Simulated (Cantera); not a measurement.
A Cantera script and what it prints.

```python
import numpy as np
import cantera as ct

gas_names = """
    H2O2 NbO2 H2O
""".split()
cond_names = """
    Nb(cr) Nb(L)
""".split()


# ... load() reads the species with a 1 bar reference pressure and builds the phases ...
species = {s.name: s for s in load("nasa_gas.yaml", gas_names) + load("nasa_condensed.yaml", cond_names)}
# Each term lists the table entries of one substance; the one whose range holds T is used.
reactions = {
    'Nb + 2 H2O2(g) = NbO2(g) + 2 H2O(g)':
        [(-1, ['Nb(cr)', 'Nb(L)']), (-2, ['H2O2']), (1, ['NbO2']), (2, ['H2O'])],
}


def pick(names, T):
    return next(species[n] for n in names if species[n].thermo.min_temp <= T <= species[n].thermo.max_temp)


results = []
for label, terms in reactions.items():
    print(label)
    print("     T/K   dH/kJ  dS/(J/K)   dG/kJ   log10 K")
    for T in [300, 2000, 2150, 2300, 2450, 2600, 2750]:
        used = [(nu, pick(names, T)) for nu, names in terms]
        dH = sum(nu * s.thermo.h(T) for nu, s in used) / 1e6
        dS = sum(nu * s.thermo.s(T) for nu, s in used) / 1e3
        dG = dH - T * dS / 1e3
        logK = -dG * 1e6 / (ct.gas_constant * T * np.log(10))
        results.append((label, T, dH, dS, dG, logK, [s.name for _, s in used]))
        print(f"{T:8g} {dH:8.1f} {dS:8.1f} {dG:8.1f} {logK:8.2f}")
```

It prints:

```
Nb + 2 H2O2(g) = NbO2(g) + 2 H2O(g)
     T/K   dH/kJ  dS/(J/K)   dG/kJ   log10 K
     300   -411.0    145.1   -454.5    79.14
    2000   -434.2    125.2   -684.5    17.88
    2150   -437.3    123.7   -703.2    17.08
    2300   -440.6    122.2   -721.6    16.39
    2450   -444.2    120.7   -739.9    15.77
    2600   -448.0    119.2   -757.8    15.22
    2750   -452.2    117.6   -775.6    14.73
```

Cantera with NASA thermochemical tables; ideal gases at 1 bar, condensed phases pure. Condensed species are held in their standard states even where they would react or evaporate.
